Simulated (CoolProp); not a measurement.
50 sccm (0 °C, 1 atm) of nitrogen bubbles through liquid hexamethyldisiloxane (MM) at 304.1 K and leaves saturated at a total pressure of 0.0226 MPa (ideal gas phase). Each further row changes one setting.

Computed with CoolProp (reference Helmholtz-energy equation of state, Thol 2016).

| case | vapour pressure (kPa) | mole fraction of vapour | delivery (mg/min) | delivery (sccm) | change of delivery for a bath 1 K warmer (%) |
|---|---|---|---|---|---|
| as stated | 7.48 | 0.331 | ___ | ___ | ___ |
| bath temperature 309.1 K | 9.48 | 0.420 | ___ | ___ | 8.4 |
| total pressure 0.0452 MPa | 7.48 | ___ | 71.9 | 9.92 | ___ |

Q: Fill in the missing entries.

A: 
- as stated, delivery (mg/min): 179
- as stated, delivery (sccm): 24.8
- as stated, change of delivery for a bath 1 K warmer (%): 7.5
- bath temperature 309.1 K, delivery (mg/min): 262
- bath temperature 309.1 K, delivery (sccm): 36.1
- total pressure 0.0452 MPa, mole fraction of vapour: 0.166
- total pressure 0.0452 MPa, change of delivery for a bath 1 K warmer (%): 6.0
